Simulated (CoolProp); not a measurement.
Carbon dioxide along the isotherm 329.5 K: Z from the reference equation and from simpler models built on Tc = 304.1 K, pc = 7.377 MPa, ω = 0.224; each cubic takes its own stable root.

Values from CoolProp's reference Helmholtz-energy equation of state, Span 1996.

| p (MPa) | phase | reference |
|---|---|---|
| 0.233 | gas | 0.9917 |
| 0.352 | gas | 0.9874 |
| 0.531 | gas | 0.9809 |
| 0.801 | gas | 0.9710 |
| 1.21 | gas | 0.9558 |
| 1.82 | gas | 0.9327 |
| 2.75 | gas | 0.8960 |
| 4.15 | gas | 0.8372 |
| 6.26 | gas | 0.7378 |
| 9.44 | supercritical | 0.5502 |
| 14.2 | supercritical | 0.3730 |
| 21.5 | supercritical | 0.4506 |
| 32.4 | supercritical | 0.6047 |
| 48.9 | supercritical | 0.8357 |
| 73.8 | supercritical | 1.169 |

Question: How far does each simpler model (Redlich-Kwong, Peng-Robinson) lie from the reference over these 15 states: mean and median of the absolute difference, and the worst?

Answer: 
- Redlich-Kwong: mean 2.6 %, median 0.5 %, worst +9.3 % at 329.5 K and 21.5 MPa
- Peng-Robinson: mean 2.1 %, median 1.2 %, worst +8.1 % at 329.5 K and 14.2 MPa
